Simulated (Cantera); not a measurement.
## trisilylamine + NH3 (silicon nitride deposition)

Charge: 1 mol trisilylamine, 41 mol NH3, equilibrated at 0.0380 bar.

Equilibrium computed with Cantera from the NASA thermochemical tables; the gas is ideal and each condensed phase is pure. Candidate condensed phases: Si, Si3N4; 18 gas species. The feed counts by its element totals alone. Mutual solubility and eutectic melting of coexisting phases are not modelled. Gases not in the tables: Si2H6 and higher silanes. The numbers say what is thermodynamically allowed, not how fast it happens.

```json
[
 {"T (K)": "1648", "x H2": "0.776", "x N2": "0.223", "x H": "0.000402", "x Si": "1.24e-6", "x SiH2": "1.21e-6", "x SiH": "3.93e-7", "x Si2N": "2.68e-8", "n Si3N4(s)": "1.000", "n Si(l)": "0"},
 {"T (K)": "1673", "x H2": "0.776", "x N2": "0.223", "x H": "0.000515", "x Si": "2.63e-6", "x SiH2": "2.05e-6", "x SiH": "7.64e-7", "x Si2N": "6.94e-8", "n Si3N4(s)": "1.000", "n Si(l)": "0"},
 {"T (K)": "1698", "x H2": "0.776", "x N2": "0.223", "x H": "0.000653", "x Si": "5.45e-6", "x SiH2": "3.42e-6", "x SiH": "1.46e-6", "x Si2N": "1.75e-7", "n Si3N4(s)": "1.000", "n Si(l)": "0"},
 {"T (K)": "1723", "x H2": "0.776", "x N2": "0.223", "x H": "0.000824", "x Si": "1.10e-5", "x SiH2": "5.62e-6", "x SiH": "2.73e-6", "x Si2N": "4.28e-7", "n Si3N4(s)": "0.999", "n Si(l)": "0"},
 {"T (K)": "1748", "x H2": "0.776", "x N2": "0.223", "x H": "0.00103", "x Si": "2.19e-5", "x SiH2": "9.10e-6", "x SiH": "5.01e-6", "x Si2N": "1.02e-6", "n Si3N4(s)": "0.999", "n Si(l)": "0"},
 {"T (K)": "1773", "x H2": "0.775", "x N2": "0.223", "x H": "0.00128", "x Si": "4.26e-5", "x SiH2": "1.45e-5", "x SiH": "9.03e-6", "x Si2N": "2.38e-6", "n Si3N4(s)": "0.998", "n Si(l)": "0"},
 {"T (K)": "1798", "x H2": "0.774", "x N2": "0.224", "x H": "0.00159", "x Si": "8.12e-5", "x SiH2": "2.28e-5", "x SiH": "1.60e-5", "x Si2N": "5.38e-6", "n Si3N4(s)": "0.948", "n Si(l)": "0.143"},
 {"T (K)": "1823", "x H2": "0.757", "x N2": "0.241", "x H": "0.00193", "x Si": "0.000116", "x SiH2": "2.66e-5", "x SiH": "2.11e-5", "x Si2N": "7.23e-6", "n Si3N4(s)": "0", "n Si(l)": "2.98"},
 {"T (K)": "1848", "x H2": "0.756", "x N2": "0.241", "x H": "0.00237", "x Si": "0.000165", "x SiH2": "3.15e-5", "x SiH": "2.79e-5", "x Si2N": "9.30e-6", "n Si3N4(s)": "0", "n Si(l)": "2.98"}
]
```
x: gas mole fraction; n: condensed amount in mol.

From 1648 K to 1773 K the condensed part is Si3N4(s). At 1798 K the condensed part is Si(l) + Si3N4(s). From 1823 K to 1848 K the condensed part is Si(l). The main Si-bearing gas is Si throughout.
